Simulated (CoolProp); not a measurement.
A simple Rankine cycle with R22: condensing at 309.15 K, boiler at 4.2 MPa, turbine inlet 400.2 K, turbine efficiency 0.75, pump efficiency 0.6, no recuperator. Each further row changes one setting.

Computed with CoolProp (reference Helmholtz-energy equation of state, Kamei 1995).

| case | thermal efficiency (%) | net work (kJ/kg) | heat in (kJ/kg) | turbine exit temperature (K) | volume ratio over the turbine |
|---|---|---|---|---|---|
| as stated | [?] | [?] | 218 | 340.3 | [?] |
| turbine inlet 420.2 K | [?] | 21.6 | 239 | 362.4 | 2.93 |
| condensing temperature 301.15 K | 10.0 | [?] | 228 | [?] | 3.63 |
| boiler pressure 2.94 MPa | [?] | 15.2 | 233 | 362.7 | [?] |
| turbine efficiency 0.65 | 7.3 | 15.9 | 218 | 344.0 | 3.04 |

Problem. Some entries are withheld; supply them.

Solution. 
- as stated, thermal efficiency (%): 8.7
- as stated, net work (kJ/kg): 18.9
- as stated, volume ratio over the turbine: 2.98
- turbine inlet 420.2 K, thermal efficiency (%): 9.0
- condensing temperature 301.15 K, net work (kJ/kg): 22.8
- condensing temperature 301.15 K, turbine exit temperature (K): 331.1
- boiler pressure 2.94 MPa, thermal efficiency (%): 6.5
- boiler pressure 2.94 MPa, volume ratio over the turbine: 2.06
